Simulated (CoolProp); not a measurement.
The numbers come from the reference Helmholtz-energy equation of state, Lemmon 2006 in CoolProp. It is a short technical equation, of lower accuracy than the large ones.

For C3F8 (R218), give the phase and the cv (kJ/(kg K)), isothermal compressibility (1/MPa), expansivity (1/kK), viscosity (µPa s) at 175.5 K and 1.24 MPa; 175.5 K and 2.48 MPa; 175.5 K and 2.97 MPa.


- 175.5 K and 1.24 MPa: liquid; cv 0.573, isothermal compressibility 0.00119, expansivity 1.88, viscosity 1570
- 175.5 K and 2.48 MPa: liquid; cv 0.574, isothermal compressibility 0.00117, expansivity 1.86, viscosity 1600
- 175.5 K and 2.97 MPa: liquid; cv 0.574, isothermal compressibility 0.00116, expansivity 1.85, viscosity 1610

Viscosity comes from a separate model (Huber 2003), an estimate that may be off by 10 % or more.
